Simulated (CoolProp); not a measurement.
100 sccm (0 °C, 1 atm) of nitrogen bubbles through liquid hexamethyldisiloxane (MM) at 340.8 K and leaves saturated at a total pressure of 0.114 MPa (ideal gas phase). Each further row changes one setting.

Computed with CoolProp (reference Helmholtz-energy equation of state, Thol 2016).

| case | vapour pressure (kPa) | mole fraction of vapour | delivery (mg/min) | delivery (sccm) | change of delivery for a bath 1 K warmer (%) |
|---|---|---|---|---|---|
| as stated | 34.9 | ___ | ___ | ___ | 5.4 |
| bath temperature 345.8 K | 41.7 | ___ | ___ | 57.6 | 5.7 |
| total pressure 0.228 MPa | 34.9 | 0.153 | ___ | ___ | ___ |

Complete the blanks.


- as stated, mole fraction of vapour: 0.306
- as stated, delivery (mg/min): 319
- as stated, delivery (sccm): 44.0
- bath temperature 345.8 K, mole fraction of vapour: 0.365
- bath temperature 345.8 K, delivery (mg/min): 417
- total pressure 0.228 MPa, delivery (mg/min): 131
- total pressure 0.228 MPa, delivery (sccm): 18.0
- total pressure 0.228 MPa, change of delivery for a bath 1 K warmer (%): 4.4
